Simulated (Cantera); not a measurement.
A closed system holds: 1 mol BCl₃, a varied amount of NH₃, held at 27.0 Pa.

Equilibrium computed with Cantera from the NASA thermochemical tables; the gas is ideal and each condensed phase is pure. Candidate condensed phases: B, BN, NH₄Cl; 21 gas species. The tables' values for BCl₂ are old estimates. Kinetics and transport are ignored.

Q: What condenses at these points (T in °C, n(NH₃) in mol): (1500, 0.89); (1850, 0.48); (1700, 1.1); (1650, 0.48); (1950, 0.72)?

A: 
```
T (°C)  n(NH₃) in mol  condensed phases  B condensed (%)
------  -------------  ----------------  ---------------
1500             0.89                BN             32.5
1850             0.48          gas only              0.0
1700              1.1          gas only              0.0
1650             0.48          gas only              0.0
1950             0.72          gas only              0.0
```
